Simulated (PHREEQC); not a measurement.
A solution holds 29 mmol/kgw CuSO4 and 3.4 mmol/kgw NaCl, at 20 °C. Closed to the air; pH follows from the charge balance.

All values are PHREEQC results (ion-association model, wateq4f.dat), not measurements.

This is a speciation only: nothing precipitates in the calculation.

Q: Estimate the pH, ionic strength.

A: pH 4.77; ionic strength 0.0747 mol/kgw.

Q: In which forms is Cu present?

A: Cu+2 62 %, CuSO4 38 % of the Cu.

The solution is supersaturated, for example in Antlerite, Brochantite, so a real one may precipitate; this is no full list. Species that the database lacks are ignored.
